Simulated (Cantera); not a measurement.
Charge: 1 mol SiC, a varied amount of N2O, 6.3 mol H2, at 1923.15 K and 13.3 mbar.

Cantera equilibrium calculation (NASA polynomials, part measured and part estimated; ideal gas, pure solids and liquids). Candidate condensed phases: C, C6H6, C7H8, C8H18, H2O, Si, SiC, SiO2, Si2N2O, Si3N4; 151 gas species. Gases not in the tables: Si2H6 and higher silanes. Equilibrium is a limit: real reactors are often held back by kinetics, nucleation or transport.

x: gas mole fraction; n: condensed amount in mol.

```csv
n(N2O) (mol),x H2,x N2,x SiO,x CO,x H2O,x H,n SiC(s)
0.1,0.961,0.0152,0.00739,0.00793,1.80e-7,0.00801,0.947
0.14,0.949,0.0211,0.0103,0.0109,2.45e-7,0.00796,0.927
0.2,0.932,0.0296,0.0146,0.0151,3.38e-7,0.00788,0.897
0.28,0.910,?,?,?,?,0.00779,0.857
0.39,0.882,0.0547,0.0272,0.0277,5.91e-7,0.00767,0.802
0.54,0.846,0.0727,0.0362,0.0366,7.53e-7,0.00751,0.726
0.77,0.796,?,?,?,?,0.00729,?
1.1,0.734,0.129,0.0642,0.0646,1.16e-6,0.00700,0.446
1.5,0.671,0.160,0.0801,0.0805,1.32e-6,0.00669,0.245
2.1,0.591,0.201,0.0958,0.0955,0.00923,0.00628,0
```

Task: Some entries are withheld; supply them.

Result: 
- 0.28, x N2: 0.0405
- 0.28, x SiO: 0.0201
- 0.28, x CO: 0.0206
- 0.28, x H2O: 4.52e-7
- 0.77, x N2: 0.0976
- 0.77, x SiO: 0.0487
- 0.77, x CO: 0.0491
- 0.77, x H2O: 9.51e-7
- 0.77, n SiC(s): 0.611
